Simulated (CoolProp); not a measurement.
Properties of n-decane along the isobar 15.7 bar (Tc = 617.7 K, pc = 21.01 bar, ω = 0.488).

Computed with CoolProp (reference Helmholtz-energy equation of state, Lemmon 2006). It is a short technical equation, of lower accuracy than the large ones.

```
T (K)   phase        Z  Joule-Thomson coefficient (K/MPa)
-----  ------  -------  ---------------------------------
450.6  liquid  0.09866                                [?]
463.7  liquid  0.09782                                [?]
476.7  liquid  0.09719                            -0.1186
489.7  liquid  0.09676                           -0.07184
502.7  liquid  0.09657                           -0.01503
515.8  liquid  0.09665                                [?]
528.8  liquid  0.09705                             0.1492
541.8  liquid  0.09787                             0.2749
554.9  liquid  0.09926                                [?]
567.9  liquid      [?]                             0.7487
580.9  liquid   0.1052                              1.290
593.9  liquid   0.1123                              2.749
607       gas   0.5950                              21.08
620       gas   0.6552                                [?]
```

### Question
Complete the blanks.

### Answer

- 450.6, Joule-Thomson coefficient (K/MPa): -0.1922
- 463.7, Joule-Thomson coefficient (K/MPa): -0.1580
- 515.8, Joule-Thomson coefficient (K/MPa): 0.05670
- 554.9, Joule-Thomson coefficient (K/MPa): 0.4586
- 567.9, Z: 0.1015
- 620, Joule-Thomson coefficient (K/MPa): 16.06
